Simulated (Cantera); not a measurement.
A Cantera script and what it prints.

```python
import numpy as np
import cantera as ct

gas_names = """
    H H2 N NH NH2 NH3 N2 N2H2 N2H4 Si SiH SiH2 SiH3 SiH4 SiN Si2 Si2N Si3
""".split()
cond_names = """
    Si(cr) Si(L) Si3N4(a)
""".split()


def load(file, names, dense=False):
    # The tables refer to 1 bar. Condensed volumes are neglected.
    table = {s.name: s for s in ct.Species.list_from_file(file)}
    out = []
    for n in names:
        d = dict(table[n].input_data)
        d["thermo"] = dict(d["thermo"], **{"reference-pressure": 1e5})
        if dense:
            d["equation-of-state"] = {"model": "constant-volume", "density": "1e6 g/cm^3"}
        out.append(ct.Species.from_dict(d))
    return out


gas = ct.Solution(thermo="ideal-gas", species=load("nasa_gas.yaml", gas_names))
cond = {s.name: ct.Solution(thermo="fixed-stoichiometry", species=[s], name=s.name)
        for s in load("nasa_condensed.yaml", cond_names, dense=True)}
atoms = {
    'trisilylamine': {'Si': 3, 'N': 1, 'H': 9},
    'NH3': {'N': 1, 'H': 3},
    'N2': {'N': 2},
}
top_T = {'Si3N4(a)': 2400}  # K; cautious upper limits of use, not melting points


def equilibrate(T, P, feed):
    n = {}
    for name, mol in feed.items():
        for a, k in atoms[name].items():
            n[a] = n.get(a, 0.0) + k * mol
    gas.TPX = T, P, n
    mass = sum(n.values()) * gas.mean_molecular_weight
    gas.equilibrate("TP")
    valid = [c for c in cond.values() if c.min_temp <= T <= top_T.get(c.name, c.max_temp)]
    mix = ct.Mixture([(gas, mass / gas.mean_molecular_weight)] + [(c, 0.0) for c in valid])
    mix.T, mix.P = T, P
    mix.equilibrate("TP", solver="vcs", rtol=1e-11, max_steps=5000)
    return mix


results = []
feed = {'trisilylamine': 1, 'NH3': 14, 'N2': 2.8}  # mol
T = 2075  # K
P = 100000  # Pa
mix = equilibrate(T, P, feed)
results.append((T, P, feed, dict(zip(mix.species_names, mix.species_moles))))
x = sorted(zip(gas.X, gas.species_names), reverse=True)
print(f"T = {T:g} K  P = {P:g} Pa  gas = {mix.phase_moles(0):.4g} mol")
print("   x: " + "  ".join(f"{s} {v:.3e}" for v, s in x if v > 1e-06))
print("   condensed (mol): " + ("  ".join(f"{mix.phase(i).name} {mix.phase_moles(i):.4g}"
      for i in range(1, mix.n_phases) if mix.phase_moles(i) > 1e-12) or "none"))
```

Result:

```
T = 2075 K  P = 100000 Pa  gas = 35.85 mol
   x: H2 7.101e-01  N2 2.873e-01  H 2.245e-03  SiH2 1.137e-04  Si 1.019e-04  SiH 4.916e-05  Si2N 1.468e-05  SiN 1.197e-05  NH3 5.712e-06  Si2 1.256e-06
   condensed (mol): Si(L) 2.989
```

Cantera equilibrium calculation (NASA polynomials, part measured and part estimated; ideal gas, pure solids and liquids). The feed counts by its element totals alone. The tables' values for SiN are old estimates; treat these amounts as uncertain. Gases not in the tables: Si2H6 and higher silanes.
